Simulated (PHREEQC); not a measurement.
1 kg of water holding 0.0056 mol/kgw KCl, 0.063 mol/kgw NaHCO3, 0.005 mol/kgw NaCl, 0.34 mol/kgw Na2SO4 and 0.026 mol/kgw Na2CO3 is evaporated at 25 °C; the solids stay in contact with the brine. CO2 is held at log p = -3.4 (atm). The run lets Arcanite, Burkeite, Glaserite, Halite, Kalicinite, Mirabilite, Misenite, Nahcolite, Natron, Sylvite, Thenardite, Trona precipitate or redissolve, and no other solid.

All values are PHREEQC results (Pitzer model, pitzer.dat), not measurements.

```csv
water left (kg),ionic strength,water activity,Mirabilite (mol),Thenardite (mol),Trona (mol),K in solution (mol/kgw),Cl in solution (mol/kgw)
1,1.18,0.984,0,0,0,0.00560,0.0106
0.8221,1.44,…,0,0,0,0.00681,0.0129
0.6757,1.75,0.978,0,0,0,0.00829,0.0157
0.5555,2.14,0.973,0,0,0,0.0101,0.0191
0.4566,2.60,0.968,0,0,0,0.0123,0.0232
0.3753,3.17,0.962,0,0,0,0.0149,0.0282
0.3086,3.86,0.955,0,0,0,0.0181,0.0344
0.2086,5.71,0.934,0,0,0,0.0268,0.0508
0.168,6.74,0.922,0.0197,0,0,0.0333,0.0631
0.121,7.10,0.916,0.111,0,0,0.0463,0.0876
0.08257,7.72,…,0.186,0,0,0.0678,0.128
0.05136,8.99,…,0.245,0,0,0.109,0.206
0.02662,11.9,…,0.287,0,0.00452,0.210,0.398
0.00976,12.3,0.805,0.298,0.0197,0.0286,0.574,1.09
0.00976,12.3,0.805,0.234,0.0831,0.0286,0.574,1.09
```

**Question.** What belongs in the gaps?

**Answer.** 
- 0.8221, water activity: 0.981
- 0.08257, water activity: 0.907
- 0.05136, water activity: 0.886
- 0.02662, water activity: 0.834
